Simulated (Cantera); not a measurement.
An isothermal, constant-pressure homogeneous reactor starts with C₂H₆ : N₂ = 1 : 69 (molar parts), at 1425 K and 0.0263 atm. Integrator tolerance rtol = 1e-08.

Model: GRI-Mech 3.0 (53 species, 325 reactions), integrated in Cantera. GRI-Mech 3.0 stops at C3 and has no aromatics, soot or wall deposition, so with more carbon than oxygen in the feed, carbon stays in small species such as C2H2 where larger ones or solid carbon would form. Radical loss at walls, strong at low pressure, is not modelled.

| quantity | before | after |
|---|---|---|
| x(C₂H₆) at 100 s | 1.14e-7 (gas-phase equilibrium 1.37e-11) | 7.32e-6 (gas-phase equilibrium 2.28e-7) |
| x(C₂H₄) at 100 s | 7.56e-6 (gas-phase equilibrium 1.17e-6) | 0.00818 (gas-phase equilibrium 0.000341) |
| x(H) at 100 s | 5.33e-6 (gas-phase equilibrium 7.01e-6) | 5.62e-8 (gas-phase equilibrium 7.28e-9) |
| x(HCN) at 100 s | 1.05e-6 (gas-phase equilibrium 0.0227) | 1.78e-11 (gas-phase equilibrium 0.0161) |
| x(CH₄) at 100 s | 0.00160 (gas-phase equilibrium 1.23e-5) | 0.00115 (gas-phase equilibrium 0.00424) |
| x(CH₃) at 100 s | 6.71e-6 (gas-phase equilibrium 6.26e-8) | 6.10e-8 (gas-phase equilibrium 2.59e-8) |

### Question
Which change was made?
A) pressure from 0.0263 atm to 0.000987 atm
B) temperature 1425 to 1050 K
C) temperature 1425 to 1450 K
D) pressure from 0.0263 atm to 0.000296 atm

### Answer
B, temperature 1425 to 1050 K
